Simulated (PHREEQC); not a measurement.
A solution holds 1.2 mmol/kgw NaF, 33.3 mmol/kgw NaBF4 and 1.2 mmol/kgw Na2B4O7, at 25 °C. Closed to the air; pH follows from the charge balance.

The numbers come from PHREEQC with the ion-association model, phreeqc.dat.

This is a speciation only: nothing precipitates in the calculation.

**Question.** Estimate the pH, ionic strength.

**Answer.** pH 3.22; ionic strength 0.0375 mol/kgw.

**Question.** In which forms is B present?

**Answer.** BF4- 75 %, H3BO3 12 %, BF3OH- 9.1 %, BF2(OH)2- 4.2 % of the B.

Species that the database lacks are ignored. Real BF4- forms and hydrolyses slowly; the run takes it at equilibrium.
